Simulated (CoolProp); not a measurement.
Vapour-liquid equilibrium of benzene (1) + n-octane (2) at 0.113 MPa; x and y are mole fractions of (1).

Model: multi-fluid Helmholtz-energy mixture model, Thol 2012 and Beckmüller 2019; pair parameters Bell 2016, in CoolProp.

Give the bubble temperature and the first vapour's composition at x = 0.05, 0.35, 0.85. Is there an azeotrope?

x = 0.05: 397.9 K, y = 0.161; x = 0.35: 376.6 K, y = 0.682; x = 0.85: 360.2 K, y = 0.946. No azeotrope shows between x = 0.05 and 0.95.

Pair parameters are fitted to limited data, so mixtures are less certain than the pure fluids.
